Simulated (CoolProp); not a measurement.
Vapour-liquid equilibrium of m-xylene (1) + n-decane (2) at 0.389 MPa; x and y are mole fractions of (1).

The numbers come from the multi-fluid Helmholtz-energy mixture model, Zhou 2012 and Lemmon 2006; pair parameters Bell 2016 in CoolProp.

**Question.** Give the bubble temperature and the first vapour's composition at x = 0.05, 0.25, 0.75. Is there an azeotrope?

**Answer.** x = 0.05: 506.3 K, y = 0.088; x = 0.25: 496.7 K, y = 0.382; x = 0.75: 478.1 K, y = 0.851. No azeotrope shows between x = 0.05 and 0.95.

Pair parameters are fitted to limited data, so mixtures are less certain than the pure fluids.
